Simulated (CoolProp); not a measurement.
Vapour-liquid equilibrium of n-hexane (1) + hexamethyldisiloxane (MM) (2) at 375.7 K; x and y are mole fractions of (1).

Model: multi-fluid Helmholtz-energy mixture model, Thol 2019 and Thol 2016; pair parameters Bell 2016, in CoolProp.

```tsv
x	bubble pressure (MPa)	y at the bubble point	dew pressure at overall composition x (MPa)	liquid density (mol/L)
0.05	0.1138	0.099	0.1106	4.228
0.15	0.1263	0.267	0.1174	4.412
0.25	0.1390	0.407	0.1250	4.611
0.35	0.1522	0.529	0.1335	4.825
0.45	0.1662	0.635	0.1433	5.055
0.55	0.1814	0.729	0.1548	5.305
0.65	0.1979	0.810	0.1684	5.574
0.75	0.2155	0.879	0.1854	5.866
0.85	0.2341	0.936	0.2077	6.182
0.95	0.2533	0.981	0.2397	6.526
```

No azeotrope shows between x = 0.05 and 0.95.

The pair parameters rest on a limited set of measurements; away from them the model extrapolates.
